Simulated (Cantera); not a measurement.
Charge: 1 mol Si, 0.69 mol HCl, 0.31 mol H₂, at 327 °C and 3.20 bar.

Equilibrium computed with Cantera from the NASA thermochemical tables; the gas is ideal and each condensed phase is pure. Candidate condensed phases: Si; 19 gas species. Rates play no part.

Base state: H₂ 0.758, SiCl₄ 0.136, SiHCl₃ 0.102, SiH₂Cl₂ 0.00385, SiH₃Cl 2.83e-5, HCl 2.77e-5 (mole fractions); condensed: Si(s).

Q: What changes in the equilibrium state with this change: H₂ from 0.31 to 9 mol?

A: 
| species | before | after |
|---|---|---|
| H₂ | 0.758 | 0.978 |
| SiHCl₃ | 0.102 | 0.0133 |
| SiCl₄ | 0.136 | 0.00760 |
| SiH₂Cl₂ | 0.00385 | 0.00117 |
| HCl | 2.77e-5 | 1.53e-5 |
| Si(s), mol | 0.805 | 0.790 |

Q: What changes in the equilibrium state with this change: Si replaced by SiCl₄?

A: 
| species | before | after |
|---|---|---|
| SiCl₄ | 0.136 | 0.500 |
| HCl | 2.77e-5 | 0.345 |
| H₂ | 0.758 | 0.155 |
| SiHCl₃ | 0.102 | 6.18e-6 |
| SiH₂Cl₂ | 0.00385 | <1e-9 |
| SiH₃Cl | 2.83e-5 | <1e-9 |
| Si(s), mol | 0.805 | 0 |
